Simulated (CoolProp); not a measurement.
Dimethyl ether along the isotherm -5.15 °C: density (kg/m³) from the reference equation and from simpler models built on Tc = 127.2 °C, pc = 5.337 MPa, ω = 0.196; each cubic takes its own stable root.

Computed with CoolProp (reference Helmholtz-energy equation of state, Wu 2011).

```csv
p (MPa),phase,reference,van der Waals,Soave-Redlich-Kwong
0.00844,gas,0.1749,0.1747,0.1748
0.0142,gas,0.2947,0.2942,0.2945
0.024,gas,0.4994,0.4979,0.4987
0.0406,gas,0.8485,0.8443,0.8466
0.0684,gas,1.441,1.428,1.435
0.116,gas,2.476,2.439,2.459
0.195,gas,4.263,4.149,4.210
0.329,liquid,707.7,7.151,647.6
0.555,liquid,708.0,12.55,648.0
0.937,liquid,708.5,432.8,648.8
1.58,liquid,709.4,434.7,650.0
2.67,liquid,710.9,437.9,651.9
```

At some of these states van der Waals gives the other phase, because its saturation line lies elsewhere.
